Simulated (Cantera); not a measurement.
A Cantera script and what it prints.

```python
import numpy as np
import cantera as ct

gas_names = """
    CL CLO CL2 N NO NO2 NO3 N2 N2O O O2 O3 Si SiCL SiCL2 SiCL3 SiCL4 SiN SiO SiO2 Si2 Si2N Si3
""".split()
cond_names = """
    Si(cr) Si(L) SiO2(Lqz) SiO2(hqz) SiO2(L) Si2N2O(s) Si3N4(a)
""".split()


# ... load() reads the species with a 1 bar reference pressure and builds the phases ...
atoms = {
    'SiCl4': {'Si': 1, 'CL': 4},
    'N2O': {'N': 2, 'O': 1},
    'N2': {'N': 2},
}
top_T = {'Si2N2O(s)': 2100, 'Si3N4(a)': 2400}  # K; cautious upper limits of use, not melting points


# ... equilibrate(T, P, feed) seeds the gas with the atoms and calls Mixture.equilibrate('TP', solver="vcs", rtol=1e-11, max_steps=5000) ...
results = []
feed = {'SiCl4': 1, 'N2O': 30, 'N2': 49}  # mol
P = 133.322  # Pa
for T in [800, 850, 900, 950, 1000, 1050, 1100, 1150, 1200, 1250, 1300, 1350]:
    mix = equilibrate(T, P, feed)
    results.append((T, P, feed, dict(zip(mix.species_names, mix.species_moles))))
    x = sorted(zip(gas.X, gas.species_names), reverse=True)
    print(f"T = {T:g} K  P = {P:g} Pa  gas = {mix.phase_moles(0):.4g} mol")
    print("   x: " + "  ".join(f"{s} {v:.3e}" for v, s in x if v > 1e-05))
    print("   condensed (mol): " + ("  ".join(f"{mix.phase(i).name} {mix.phase_moles(i):.4g}"
          for i in range(1, mix.n_phases) if mix.phase_moles(i) > 1e-12) or "none"))
```

Output:

```
T = 800 K  P = 133.322 Pa  gas = 95 mol
   x: N2 8.316e-01  O2 1.474e-01  CL2 2.103e-02  CL 3.715e-05
   condensed (mol): SiO2(Lqz) 1
T = 850 K  P = 133.322 Pa  gas = 95.01 mol
   x: N2 8.315e-01  O2 1.474e-01  CL2 2.100e-02  CL 1.108e-04
   condensed (mol): SiO2(hqz) 1
T = 900 K  P = 133.322 Pa  gas = 95.01 mol
   x: N2 8.315e-01  O2 1.473e-01  CL2 2.090e-02  CL 2.927e-04
   condensed (mol): SiO2(hqz) 1
T = 950 K  P = 133.322 Pa  gas = 95.03 mol
   x: N2 8.313e-01  O2 1.473e-01  CL2 2.070e-02  CL 6.971e-04  NO 1.509e-05
   condensed (mol): SiO2(hqz) 1
T = 1000 K  P = 133.322 Pa  gas = 95.07 mol
   x: N2 8.309e-01  O2 1.472e-01  CL2 2.028e-02  CL 1.515e-03  NO 2.690e-05
   condensed (mol): SiO2(hqz) 1
T = 1050 K  P = 133.322 Pa  gas = 95.14 mol
   x: N2 8.303e-01  O2 1.471e-01  CL2 1.950e-02  CL 3.030e-03  NO 4.537e-05
   condensed (mol): SiO2(hqz) 1
T = 1100 K  P = 133.322 Pa  gas = 95.27 mol
   x: N2 8.292e-01  O2 1.469e-01  CL2 1.819e-02  CL 5.598e-03  NO 7.293e-05
   condensed (mol): SiO2(hqz) 1
T = 1150 K  P = 133.322 Pa  gas = 95.46 mol
   x: N2 8.276e-01  O2 1.466e-01  CL2 1.617e-02  CL 9.551e-03  NO 1.124e-04
   condensed (mol): SiO2(hqz) 1
T = 1200 K  P = 133.322 Pa  gas = 95.72 mol
   x: N2 8.253e-01  O2 1.462e-01  CL 1.498e-02  CL2 1.340e-02  NO 1.670e-04
   condensed (mol): SiO2(hqz) 1
T = 1250 K  P = 133.322 Pa  gas = 96.03 mol
   x: N2 8.225e-01  O2 1.457e-01  CL 2.147e-02  CL2 1.009e-02  NO 2.401e-04  CLO 1.073e-05
   condensed (mol): SiO2(hqz) 1
T = 1300 K  P = 133.322 Pa  gas = 96.35 mol
   x: N2 8.198e-01  O2 1.451e-01  CL 2.796e-02  CL2 6.773e-03  NO 3.357e-04  CLO 1.279e-05
   condensed (mol): SiO2(hqz) 1
T = 1350 K  P = 133.322 Pa  gas = 96.61 mol
   x: N2 8.175e-01  O2 1.447e-01  CL 3.327e-02  CL2 4.060e-03  NO 4.579e-04  CLO 1.403e-05
   condensed (mol): SiO2(hqz) 1
```

These are equilibrium values from Cantera (NASA tables, ideal gas, pure condensed phases), not measurements of a reactor. The tables hold silica as quartz up to 1696 K and as liquid above; real silica turns to tridymite and cristobalite and melts near 1996 K.
